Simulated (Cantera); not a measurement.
An isothermal, constant-pressure homogeneous reactor starts with CH₄ : N₂ = 1 : 39 (molar parts), at 1498 K and 10.00 Torr. Integrator tolerance rtol = 1e-08.

Cantera simulation using GRI-Mech 3.0 (53 species, 325 reactions); the numbers are that mechanism's predictions, not measurements. GRI-Mech 3.0 stops at C3 and has no aromatics, soot or wall deposition, so with more carbon than oxygen in the feed, carbon stays in small species such as C2H2 where larger ones or solid carbon would form. Radical loss at walls, strong at low pressure, is not modelled.

```
quantity                                             before                                     after
-----------------  ----------------------------------------  ----------------------------------------
x(CH₄) at 70.0 s    0.00118 (gas-phase equilibrium 3.48e-6)   0.00302 (gas-phase equilibrium 1.02e-6)
x(H) at 70.0 s      2.24e-5 (gas-phase equilibrium 2.87e-5)   2.43e-5 (gas-phase equilibrium 5.30e-5)
x(C₂H₄) at 70.0 s   3.57e-6 (gas-phase equilibrium 2.61e-7)   1.52e-5 (gas-phase equilibrium 7.63e-8)
x(CH₂) at 70.0 s   7.99e-9 (gas-phase equilibrium 3.57e-11)  2.72e-8 (gas-phase equilibrium 3.57e-11)
x(C₂H₆) at 70.0 s  6.03e-8 (gas-phase equilibrium 1.11e-12)    1.75e-7 (gas-phase equilibrium <1e-12)
x(C₂H₂) at 70.0 s    0.0116 (gas-phase equilibrium 0.00186)    0.0107 (gas-phase equilibrium 0.00186)
```

Problem. Name the change that produced these shifts.
A) pressure from 10.00 Torr to 2.93 Torr
B) temperature 1498 to 1750 K
C) CH4 1 to 0.14 parts
D) temperature 1498 to 1200 K

Solution. A, pressure from 10.00 Torr to 2.93 Torr
